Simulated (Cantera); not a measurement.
A Cantera script and what it prints.

```python
import numpy as np
import cantera as ct

gas_names = """
    Fe FeO Fe(OH)2 H HNO HNO2 HNO3 HO2 H2 H2O H2O2 H2S H2SO4 N NH NH2 NH3 NH2OH NO NO2 NO3 N2 N2H2 N2H4
    N2O O OH O2 O3 S SH SN SO SO2 SO3 S2 S2O S8
""".split()
cond_names = """
    Fe(a) Fe(c) Fe(d) Fe(L) FeO(s) FeO(L) Fe(OH)2(s) Fe(OH)3(s) FeS(a) FeS(b) FeS(c) FeS(L) FeSO4(s)
    FeS2(s) Fe2O3(s) Fe2S3O12(s) Fe3O4(s) H2O(s) H2O(L) H2SO4(L) S(cr1) S(cr2) S(L)
""".split()


# ... load() reads the species with a 1 bar reference pressure and builds the phases ...
atoms = {
    'FeS': {'Fe': 1, 'S': 1},
    'H2S': {'H': 2, 'S': 1},
    'N2': {'N': 2},
    'O2': {'O': 2},
}
top_T = {'FeSO4(s)': 950, 'FeS2(s)': 1010, 'Fe2O3(s)': 1830, 'Fe2S3O12(s)': 1100, 'Fe3O4(s)': 1870}  # K; cautious upper limits of use, not melting points


# ... equilibrate(T, P, feed) seeds the gas with the atoms and calls Mixture.equilibrate('TP', solver="vcs", rtol=1e-11, max_steps=5000) ...
results = []
T = 1698.15  # K
P = 1100  # Pa
for m in [0.36, 0.46, 0.59, 0.75, 0.95, 1.2, 1.5, 2, 2.5, 3.2, 4.1, 5.2, 6.6]:
    feed = {'FeS': 1, 'H2S': 0.08, 'N2': 37, 'O2': m}  # mol
    mix = equilibrate(T, P, feed)
    results.append((T, P, feed, dict(zip(mix.species_names, mix.species_moles))))

top = {s: max(r[3][s] / sum(r[3][g] for g in gas_names) for r in results) for s in gas_names}
cols = sorted((s for s in top if top[s] > 0.001), key=lambda s: -top[s])[:9]
seen = [c for c in cond_names if any(r[3].get(c, 0) > 1e-12 for r in results)]
print("log10 of partial pressures in bar; condensed amounts in mol")
print(f"{'n(O2)':>10s}" + "".join(f"{s[:9]:>10s}" for s in cols + seen))
for T, P, feed, n in results:
    ng = sum(n[g] for g in gas_names)
    print(f"{feed['O2']:10.4g}" + "".join(f"{np.log10(max(n[s] / ng * P / 1e5, 1e-99)):10.3f}" for s in cols)
          + "".join(f"{n.get(c, 0):10.4g}" for c in seen))
```

Result:

```
log10 of partial pressures in bar; condensed amounts in mol
     n(O2)        N2        O2       SO2        S2        SO        NO       H2O        H2     Fe(d)    FeO(L)  Fe3O4(s)
      0.36    -1.967   -10.068    -4.689    -3.861    -4.883    -8.167    -5.152    -4.824    0.4695    0.5095         0
      0.46    -1.967   -10.068    -4.689    -3.861    -4.883    -8.167    -5.152    -4.824    0.2695    0.7095         0
      0.59    -1.967   -10.068    -4.689    -3.861    -4.883    -8.167    -5.152    -4.824  0.009532    0.9695         0
      0.75    -1.968    -9.571    -4.232    -3.941    -4.674    -7.919    -4.996    -4.916         0    0.9881         0
      0.95    -1.969    -9.226    -3.951    -4.071    -4.567    -7.747    -4.907    -5.000         0    0.9919         0
       1.2    -1.970    -8.897    -3.742    -4.310    -4.522    -7.584    -4.839    -5.095         0    0.9944         0
       1.5    -1.972    -8.360    -3.572    -5.043    -4.620    -7.316    -4.756    -5.282         0    0.9969         0
         2    -1.975    -4.235    -3.510   -13.168    -6.620    -5.255    -4.648    -7.235         0         0    0.3333
       2.5    -1.980    -3.707    -3.515   -14.235    -6.890    -4.994    -4.655    -7.507         0         0    0.3333
       3.2    -1.988    -3.414    -3.523   -14.836    -7.044    -4.851    -4.664    -7.663         0         0    0.3333
       4.1    -1.998    -3.208    -3.533   -15.268    -7.157    -4.753    -4.676    -7.777         0         0    0.3333
       5.2    -2.010    -3.050    -3.544   -15.608    -7.248    -4.680    -4.689    -7.869         0         0    0.3333
       6.6    -2.024    -2.914    -3.559   -15.909    -7.330    -4.619    -4.704    -7.953         0         0    0.3333
```

Method: chemical equilibrium by Gibbs-energy minimisation in Cantera with the NASA 1993 tables (ideal gas, pure condensed phases). Mutual solubility and eutectic melting of coexisting phases are not modelled. The tables' stoichiometric FeO is somewhat more stable than real wüstite, so its field is too wide. FeO: taken at fixed stoichiometry.
